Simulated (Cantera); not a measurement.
Cantera with NASA thermochemical tables; ideal gases at 1 bar, condensed phases pure. Values are per mole of reaction as written; species without (g) are pure solids or liquids, kept so even where they would boil at 1 bar.

a) 2 H2(g) + O2(g) = 2 H2O(g)
b) 0.6667 Cr + O2(g) = 0.6667 CrO3(g)
c) Nb + O2(g) = NbO2
d) 1.333 B + O2(g) = 0.6667 B2O3(g)
e) C + O2(g) = CO2(g)

Problem. Order these by ΔG° at 1175 K, most negative first.

Solution. c (-584 kJ), d (-528 kJ), e (-396 kJ), a (-366 kJ), b (-141 kJ)
